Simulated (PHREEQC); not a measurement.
A solution holds 0.0013 mol CuSO4 and 0.0013 mol H3BO3 per kg of water, at 25 °C. Closed to the air; pH follows from the charge balance.

Computed with PHREEQC (ion-association model, wateq4f.dat).

```tsv
quantity	before	after
pH	5.27	6.00
ionic strength (mol/kgw)	0.00459	0.00461
SO4-2 (mol/kgw)	0.00115	0.00116
HSO4- (mol/kgw)	4.82e-7	9.19e-8
H2BO3- (mol/kgw)	1.51e-7	8.00e-7
```

### Question
Which change was made?
(A) diluted 100-fold with water
(B) diluted 2-fold with water
(C) CuSO4 replaced by NaHSO4 at the same molality
(D) 0.00021 mol/kgw NaHCO3 added
(E) H3BO3 from 0.0013 to 0.00117 mol/kgw

### Answer
D, 0.00021 mol/kgw NaHCO3 added

This is a speciation only: nothing precipitates in the calculation. Some of these states are supersaturated (in Brochantite, Antlerite, Malachite, for instance).
